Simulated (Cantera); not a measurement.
Input: 1 mol Si2Cl6, a varied amount of H2, 0.042 mol HCl, equilibrated at 1027 °C and 1000 Pa.

Cantera equilibrium calculation (NASA polynomials, part measured and part estimated; ideal gas, pure solids and liquids). Candidate condensed phases: Si; 19 gas species. The feed counts by its element totals alone. The tables' values for SiCl3 are old estimates; treat these amounts as uncertain. The numbers say what is thermodynamically allowed, not how fast it happens.

log p: log10 of the partial pressure in bar; n: condensed amount in mol.

```tsv
n(H2) (mol)	log p H2	log p HCl	log p SiCl2	log p SiCl3	log p SiCl4	log p SiHCl3	log p SiH2Cl2	n Si(s)
35	-2.06	-3.04	-3.60	-4.56	-4.76	-5.11	-6.32	0.841
53	-2.04	-3.15	-3.83	-4.91	-5.22	-5.45	-6.54	1.05
71	-2.03	-3.23	-4.01	-5.18	-5.58	-5.72	-6.71	1.19
89	-2.03	-3.30	-4.16	-5.40	-5.88	-5.94	-6.85	1.30
110	-2.02	-3.37	-4.30	-5.62	-6.16	-6.15	-6.99	1.39
130	-2.02	-3.43	-4.42	-5.80	-6.40	-6.33	-7.11	1.46
140	-2.02	-3.46	-4.47	-5.88	(withheld)	(withheld)	-7.16	1.49
160	-2.02	-3.51	(withheld)	-6.02	(withheld)	(withheld)	(withheld)	1.54
180	-2.01	-3.55	-4.66	-6.15	-6.88	-6.68	-7.34	1.58
```

Task: Some entries are withheld; supply them.

Result: 
- 140, log p SiCl4: -6.51
- 140, log p SiHCl3: -6.41
- 160, log p SiCl2: -4.57
- 160, log p SiCl4: -6.70
- 160, log p SiHCl3: -6.55
- 160, log p SiH2Cl2: -7.25
